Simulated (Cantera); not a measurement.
A perfectly stirred reactor is fed with H2 : O2 = 0.017 : 1 (molar parts), equivalence ratio 0.0085, at 380 Pa; it is held at 950 K, and followed from long to short residence time.

Detailed kinetics in Cantera: GRI-Mech 3.0 (53 species, 325 reactions). Radical loss at walls, strong at low pressure, is not modelled.

Q: What does this change do: pressure from 380 Pa to 2300 Pa?

A: 
| quantity | before | after |
|---|---|---|
| x(H2) at τ = 12.0 s | 0.000107 | 7.93e-5 |
| x(O2) at τ = 12.0 s | 0.982 | 0.983 |
| x(OH) at τ = 12.0 s | 0.000155 | 4.37e-5 |
| x(H2O2) at τ = 12.0 s | 9.82e-9 | 3.73e-8 |
| x(O) at τ = 12.0 s | 0.000894 | 8.84e-5 |
| x(H2) at τ = 0.170 s | 0.00132 | 0.000801 |
| x(O2) at τ = 0.170 s | 0.976 | 0.982 |
| x(OH) at τ = 0.170 s | 0.000735 | 0.000256 |
| x(H2O2) at τ = 0.170 s | 2.58e-8 | 1.32e-7 |
| x(O) at τ = 0.170 s | 0.00576 | 0.000955 |
